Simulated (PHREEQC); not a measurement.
**Reverse-osmosis permeate (model solution)**

A made-up water analysis in mg/kgw, 25 °C, pH 5.5, pe 9:

```tsv
constituent	mg/kgw
Na	2.08
K	0.204
Ca	6.85
Mg	0.598
Cl	0.287
S(6) as SO4	20.6
Alkalinity as HCO3	4.55
Cd	0.853
Pb	0.216
Br	0.453
```

Valence states are taken as typed.

Model: ion-association model, phreeqc.dat, run in PHREEQC.

No solid was allowed to form.

Problem. What charge-balance error does the model give?

Solution. charge-balance error -1.3 %.

Problem. In which forms is Mg present?

Solution. Mg+2 96 %, MgSO4 3.6 % of the Mg.
